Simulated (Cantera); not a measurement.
Ignition delay

Mixture: 2.64 % C₃H₈, 20.3 % O₂, 76.4 % N₂, 0.687 % CO₂, equivalence ratio 0.65, at 4.93 atm, adiabatic and at constant pressure. Ignition delay is the time to a rise of 400 K.

Cantera simulation using GRI-Mech 3.0 (53 species, 325 reactions); the numbers are that mechanism's predictions, not measurements. GRI-Mech 3.0 was tuned for natural gas; its chemistry of propane as a main component is partial and can be far from experiment.

```csv
T0 (K),delay (ms)
1175,4.08
1250,1.01
1325,0.286
1400,0.0961
1475,0.0385
1550,0.0182
1625,0.00989
1700,0.00603
1775,0.00403
```

- apparent activation energy between 1625 and 1775 K: 140 kJ/mol
